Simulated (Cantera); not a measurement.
## Ignition delay

Mixture: CH4 : CO : O2 : N2 = 1 : 1 : 4.31 : 16.2 (molar parts), at 470000 Pa, adiabatic and at constant volume. Ignition delay is the time to a rise of 400 K.

Cantera simulation using GRI-Mech 3.0 (53 species, 325 reactions); the numbers are that mechanism's predictions, not measurements.

```tsv
T0 (K)	delay (ms)
1200	9.69
1275	3.41
1350	1.32
1425	0.560
1500	0.259
1575	0.131
1650	0.0714
1725	0.0416
```

| Quantity | Result |
|---|---|
| apparent activation energy between 1575 and 1725 K | 170 kJ/mol |
